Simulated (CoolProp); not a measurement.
Computed with CoolProp (reference Helmholtz-energy equation of state, Thol 2018).

For hydrogen chloride, give the phase and the density (kg/m³), cv (kJ/(kg K)), isothermal compressibility (1/MPa), expansivity (1/kK) at -58.15 °C and 9.42 MPa; 2.85 °C and 9.42 MPa.


- -58.15 °C and 9.42 MPa: liquid; density 1130, cv 0.989, isothermal compressibility 0.00145, expansivity 2.26
- 2.85 °C and 9.42 MPa: liquid; density 949, cv 0.902, isothermal compressibility 0.00445, expansivity 3.88
